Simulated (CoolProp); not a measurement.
A Linde-Hampson liquefier for nitrogen: isothermal reversible compression at 290 K from 1 atm to 10 MPa, throttling to 1 atm, return gas leaving the recuperator 10 K below the feed. Each further row changes one setting.

Model: reference Helmholtz-energy equation of state, Span 2000, in CoolProp.

| case | liquid yield per pass | compression work (kJ/kg of gas) |
|---|---|---|
| as stated | 0.025 | 394 |
| high pressure 20 MPa | 0.059 | 455 |
| warm-end temperature 320 K | 0.014 | 437 |
| warm-end gap 15 K | 0.013 | 394 |
